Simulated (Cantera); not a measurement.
## Premixed flame

A freely propagating, adiabatic, planar premixed flame of CH4 : CO : O2 : N2 = 1 : 0.63 : 1.54 : 5.8 (molar parts), unburnt at 475 K and 7500 Torr; mixture-averaged transport, grid criteria slope 0.08 and curve 0.16, no radiation.

Computed with Cantera and GRI-Mech 3.0 (53 species, 325 reactions). Burning velocities carry a grid error of a few per cent, more on coarse grids.

| z (mm) | T (K) | u (m/s) | x CH4 | x CO | x O2 | x H2 | x CH3 | x O |
|---|---|---|---|---|---|---|---|---|
| -0.452 | 476 | 0.161 | 0.111 | 0.0701 | 0.171 | 0.00268 | <1e-8 | <1e-8 |
| -0.302 | 485 | 0.164 | 0.110 | 0.0698 | 0.170 | 0.00693 | <1e-8 | <1e-8 |
| -0.226 | 515 | 0.175 | 0.108 | 0.0698 | 0.167 | 0.0117 | <1e-8 | <1e-8 |
| -0.151 | 653 | 0.225 | 0.0981 | 0.0715 | 0.156 | 0.0197 | 1.51e-7 | <1e-8 |
| -0.0754 | 1130 | 0.395 | 0.0664 | 0.0816 | 0.111 | 0.0303 | 4.83e-5 | 2.62e-7 |
| -0.0377 | 1519 | 0.535 | 0.0391 | 0.0928 | 0.0690 | 0.0357 | 0.000462 | 5.85e-6 |
| 0 | 1868 | 0.661 | 0.0150 | 0.104 | 0.0275 | 0.0403 | 0.00123 | 2.30e-5 |
| 0.0377 | 2032 | 0.719 | 0.00566 | 0.106 | 0.00806 | 0.0432 | 0.000884 | 1.44e-5 |
| 0.0754 | 2083 | 0.736 | 0.00326 | 0.106 | 0.00255 | 0.0454 | 0.000488 | 4.87e-6 |
| 0.151 | 2105 | 0.743 | 0.00196 | 0.104 | 0.000406 | 0.0485 | 0.000212 | 8.58e-7 |
| 0.302 | 2106 | 0.744 | 0.00115 | 0.105 | 2.24e-5 | 0.0516 | 9.92e-5 | 2.65e-7 |
| 0.603 | 2103 | 0.744 | 0.000561 | 0.106 | 3.98e-7 | 0.0539 | 4.55e-5 | 2.25e-7 |
| 1.21 | 2100 | 0.744 | 0.000177 | 0.108 | 2.69e-7 | 0.0554 | 1.39e-5 | 2.20e-7 |
x: mole fraction of selected species; z is measured from the peak of heat release.

The laminar burning velocity is 16.0 cm/s. The thermal thickness is 0.151 mm, the peak x(H2) is 0.0560 and the peak x(CH3) comes out as 0.00124. The peak x(O) is 2.35e-5 and the grid points comes out as 136.
